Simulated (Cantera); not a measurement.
An isothermal, constant-pressure homogeneous reactor starts with 1.85 % H₂, 22.8 % O₂, 75.3 % N₂, at 950 K and 0.00809 atm.

Cantera simulation using GRI-Mech 3.0 (53 species, 325 reactions); the numbers are that mechanism's predictions, not measurements. Radical loss at walls, strong at low pressure, is not modelled.

One state of this run: x H₂ = 0.000399; x O₂ = 0.219; x H = 0.00306; x OH = 0.000394; x HO₂ = 1.14e-6. x: mole fraction; the columns are a selection and need not sum to one.

Question: Which value of t (s) does it belong to?
A) 0.117
B) 0.0127
C) 1.07
D) 3.24

Answer: A, 0.117
